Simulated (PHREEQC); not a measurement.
A solution holds 0.0045 mol H2SO4, 0.0055 mol MgSO4 and 0.00091 mol MgCl2 per kg of water, at 63 °C. Closed to the air; pH follows from the charge balance.

All values are PHREEQC results (Pitzer model, pitzer.dat), not measurements.

Question: The ionic strength comes out as 0.0306 mol/kgw. What activity coefficients do H+, Mg+2, HSO4-, Cl-, SO4-2 get?

Answer: H+ 0.84, Mg+2 0.44, HSO4- 0.84, Cl- 0.84, SO4-2 0.41. Single-ion values are on the MacInnes scale.

No solid was allowed to form. Away from 25 °C the constants follow the database's enthalpies or fits; those with neither stay at their 25 °C values.
